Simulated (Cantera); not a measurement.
A closed system holds: 1 mol SrCl₂, 0.15 mol H₂O, 0.29 mol N₂, at 1627 °C.

Cantera equilibrium calculation (NASA polynomials, part measured and part estimated; ideal gas, pure solids and liquids). Candidate condensed phases: H₂O, NH₄Cl, Sr, SrCl₂, SrO, Sr(OH)₂; 35 gas species. Mutual solubility and eutectic melting of coexisting phases are not modelled. Condensed phases not in the tables: oxide chlorides. Kinetics and transport are ignored.

x: gas mole fraction; n: condensed amount in mol.

```tsv
P (Pa)	x SrCl₂	x N₂	x H₂O	x Cl	x H	x SrCl	x Sr	x HCl	x O	x H₂	x O₂	n SrO(s)	n SrCl₂(l)
0.100	0.382	0.148	0.00881	0.162	0.0812	0.0691	0.0554	0.0277	0.0327	0.0105	0.0120	0	0
0.560	0.536	0.175	0.0344	0.0606	0.0423	0.0463	0.0177	0.0302	0.0150	0.0159	0.0142	0	0
3.20	0.616	0.191	0.0528	0.0326	0.0175	0.0173	0.00216	0.0385	0.00410	0.0156	0.00604	…	0
18	0.646	0.197	0.0640	0.0181	0.00634	0.00583	0.000232	0.0434	0.00120	0.0115	0.00292	0.0402	0
100	0.658	0.199	0.0707	0.0101	0.00217	0.00191	2.46e-5	0.0460	0.000368	0.00746	0.00152	0.0393	0
560	0.664	0.200	0.0745	0.00564	0.000715	0.000618	2.54e-6	0.0475	0.000114	0.00455	0.000814	0.0379	0
3200	0.667	0.201	0.0767	0.00313	0.000229	0.000195	2.53e-7	0.0483	3.49e-5	0.00267	0.000438	0.0369	0
18000	0.272	0.461	0.210	0.00143	9.41e-5	3.10e-5	1.56e-8	0.0510	1.79e-5	0.00253	0.000648	…	0.812
100000	0.0490	0.617	0.304	0.000376	3.30e-5	3.83e-6	1.32e-9	0.0261	6.85e-6	0.00173	0.000528	…	0.971
```

### Question
Some entries are withheld; supply them.

### Answer

- 3.20, n SrO(s): 0.0358
- 18000, n SrO(s): 0.0164
- 100000, n SrO(s): 0.00616
